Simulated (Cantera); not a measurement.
A closed system holds: 1 mol C2F6, 1.1 mol CH4, 0.14 mol H2, equilibrated at 1775 K and 0.00133 bar.

Cantera equilibrium calculation (NASA polynomials, part measured and part estimated; ideal gas, pure solids and liquids). Candidate condensed phases: C, C6H6, C7H8, C8H18; 95 gas species. The feed counts by its element totals alone. Gases not in the tables: C2F6 and larger saturated fluorocarbons. Kinetics and transport are ignored.

Base state: HF 0.925, CF4 0.0587, CF2 0.00900, F 0.00711, CF3 0.000325 (mole fractions); condensed: C(graphite).

Task: What changes in the equilibrium state with this change: H2 from 0.14 to 0.32 mol?

Result: 
```json
[
 {"species": "HF", "before": "0.925", "after": "0.946"},
 {"species": "CF4", "before": "0.0587", "after": "0.0396"},
 {"species": "CF2", "before": "0.00900", "after": "0.00739"},
 {"species": "CF3", "before": "0.000325", "after": "0.000242"},
 {"species": "F", "before": "0.00711", "after": "0.00645"},
 {"species": "C(graphite), mol", "before": "2.76", "after": "2.85"}
]
```

Task: What changes in the equilibrium state with this change: CH4 from 1.1 to 0.032 mol?

Result: 
```csv
species,before,after
CF4,0.0587,0.733
HF,0.925,0.220
CF2,0.00900,0.0318
F,0.00711,0.0134
CF3,0.000325,0.00216
CF,9.37e-6,1.76e-5
"C(graphite), mol",2.76,0.610
```
